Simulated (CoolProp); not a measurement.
Vapour-liquid equilibrium of propane (1) + isopentane (2) at 816 kPa; x and y are mole fractions of (1).

Values from CoolProp's multi-fluid Helmholtz-energy mixture model, Lemmon 2009 and Lemmon 2006; pair parameters Kunz 2012.

| x | bubble temperature (K) | y at the bubble point | dew temperature at overall composition x (K) | liquid density (mol/L) |
|---|---|---|---|---|
| 0.05 | 369.2 | 0.194 | 376.5 | 7.436 |
| 0.15 | 352.7 | 0.474 | 371.5 | 7.878 |
| 0.25 | 339.5 | 0.648 | 366.2 | 8.304 |
| 0.35 | 329.1 | 0.759 | … | 8.724 |
| 0.45 | 320.7 | 0.832 | … | 9.146 |
| 0.55 | … | … | 347.3 | … |
| 0.65 | 307.9 | 0.921 | 339.4 | 10.00 |
| 0.75 | 302.8 | 0.950 | 330.1 | 10.43 |
| 0.85 | 298.3 | 0.972 | 318.5 | 10.84 |
| 0.95 | 294.2 | 0.991 | 302.8 | … |

**Question.** What belongs in the gaps?

**Answer.** 
- 0.35, dew temperature at overall composition x (K): 360.5
- 0.45, dew temperature at overall composition x (K): 354.2
- 0.55, bubble temperature (K): 313.8
- 0.55, y at the bubble point: 0.884
- 0.55, liquid density (mol/L): 9.574
- 0.95, liquid density (mol/L): 11.21

No azeotrope shows between x = 0.05 and 0.95.

Pair parameters are fitted to limited data, so mixtures are less certain than the pure fluids.
